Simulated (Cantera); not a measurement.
**Halide evaporation, hydrolysis and transport: CaF2 + H2O + N2**

A closed system holds: 1 mol CaF2, 0.23 mol H2O, a varied amount of N2, held at 1900 K and 0.480 Torr.

Cantera equilibrium calculation (NASA polynomials, part measured and part estimated; ideal gas, pure solids and liquids). Candidate condensed phases: Ca, CaF2, CaO, Ca(OH)2, H2O; 47 gas species. Kinetics and transport are ignored.

```json
[
 {"n(N2) (mol)": "26", "x N2": "0.954", "x CaF2": "0.0292", "x HF": "0.0146", "x H2O": "0.000618", "x H": "0.000494", "x CaF": "0.000413", "x H2": "0.000248", "n CaO(s)": "0.192"},
 {"n(N2) (mol)": "33", "x N2": "0.963", "x CaF2": "0.0232", "x HF": "0.0115", "x H2O": "0.000485", "x H": "0.000453", "x CaF": "0.000382", "x H2": "0.000209", "n CaO(s)": "0.190"},
 {"n(N2) (mol)": "43", "x N2": "0.971", "x CaF2": "0.0180", "x HF": "0.00883", "x H2O": "0.000369", "x H": "0.000411", "x CaF": "0.000350", "x H2": "0.000172", "n CaO(s)": "0.187"},
 {"n(N2) (mol)": "56", "x N2": "0.978", "x CaF2": "0.0139", "x HF": "0.00676", "x H2O": "0.000280", "x H": "0.000373", "x CaF": "0.000320", "x H2": "0.000141", "n CaO(s)": "0.183"},
 {"n(N2) (mol)": "73", "x N2": "0.983", "x CaF2": "0.0107", "x HF": "0.00515", "x H2O": "0.000211", "x H": "0.000337", "x CaF": "0.000292", "x H2": "0.000115", "n CaO(s)": "0.179"},
 {"n(N2) (mol)": "94", "x N2": "0.986", "x CaF2": "0.00837", "x HF": "0.00397", "x H2O": "0.000160", "x H": "0.000305", "x CaF": "0.000268", "x H2": "9.46e-5", "n CaO(s)": "0.175"},
 {"n(N2) (mol)": "120", "x N2": "0.989", "x CaF2": "0.00658", "x HF": "0.00308", "x H2O": "0.000123", "x H": "0.000277", "x CaF": "0.000247", "x H2": "7.79e-5", "n CaO(s)": "0.169"},
 {"n(N2) (mol)": "160", "x N2": "0.992", "x CaF2": "0.00495", "x HF": "0.00227", "x H2O": "8.91e-5", "x H": "0.000246", "x CaF": "0.000223", "x H2": "6.17e-5", "n CaO(s)": "0.162"},
 {"n(N2) (mol)": "210", "x N2": "0.994", "x CaF2": "0.00378", "x HF": "0.00170", "x H2O": "6.55e-5", "x H": "0.000220", "x CaF": "0.000203", "x H2": "4.91e-5", "n CaO(s)": "0.154"},
 {"n(N2) (mol)": "270", "x N2": "0.995", "x CaF2": "0.00294", "x HF": "0.00130", "x H2O": "4.90e-5", "x H": "0.000197", "x CaF": "0.000186", "x H2": "3.96e-5", "n CaO(s)": "0.144"}
]
```
x: gas mole fraction; n: condensed amount in mol.

From 26 mol N2 to 270 mol N2 the condensed part is CaO(s). The main Ca-bearing gas is CaF2 throughout. The share of Ca in condensed phases is highest at 26 mol N2 (19.2 %) and lowest at 270 mol N2 (14.4 %).
